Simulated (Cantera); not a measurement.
An isothermal, constant-pressure homogeneous reactor starts with NO : N2 = 1 : 0.34 (molar parts), at 1475 K and 1.28 atm.

Cantera simulation using GRI-Mech 3.0 (53 species, 325 reactions); the numbers are that mechanism's predictions, not measurements.

### Question
Predict: x(NO) at 40.0 s; x(N2) at 40.0 s; x(N2O) at 40.0 s; x(O) at 40.0 s; x(O2) at 40.0 s; x(NO2) at 40.0 s.

### Answer
| Quantity | Value |
|---|---|
| x(NO) at 40.0 s | 0.491 (gas-phase equilibrium 0.00129) |
| x(N2) at 40.0 s | 0.381 (gas-phase equilibrium 0.626) |
| x(N2O) at 40.0 s | 7.98e-5 (gas-phase equilibrium 8.10e-8) |
| x(O) at 40.0 s | 9.12e-7 (gas-phase equilibrium 1.55e-6) |
| x(O2) at 40.0 s | 0.125 (gas-phase equilibrium 0.372) |
| x(NO2) at 40.0 s | 0.00251 (gas-phase equilibrium 1.13e-5) |
